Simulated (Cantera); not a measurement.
**Equilibrium for nitride etching: BN + F₂ + N₂**

Charge: 1 mol BN, 1.8 mol F₂, 0.34 mol N₂, held at 1450 °C and 3.00e-5 bar.

Equilibrium computed with Cantera from the NASA thermochemical tables; the gas is ideal and each condensed phase is pure. Candidate condensed phases: B, BN; 13 gas species. Rates play no part.

```yaml
x(BF₃): 0.410
x(N₂): 0.344
x(F): 0.246
gas_amount: 2.440 mol
log10 activity of B(s) (absent): -18.28
```
